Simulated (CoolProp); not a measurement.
The numbers come from the reference Helmholtz-energy equation of state, Schroeder 2014 in CoolProp.

### Question
Give the vapour pressure (MPa), enthalpy of vaporisation (kJ/kg), liquid conductivity (mW/(m K)) of saturated ethanol at 410.9, 431.3 K.

### Answer
```
T (K)  p (MPa)  enthalpy of vaporisation (kJ/kg)  liquid conductivity (mW/(m K))
-----  -------  --------------------------------  ------------------------------
410.9    0.712                               723                             145
431.3     1.20                               664                             141
```

Thermal conductivity comes from a separate model (Assael 2013).
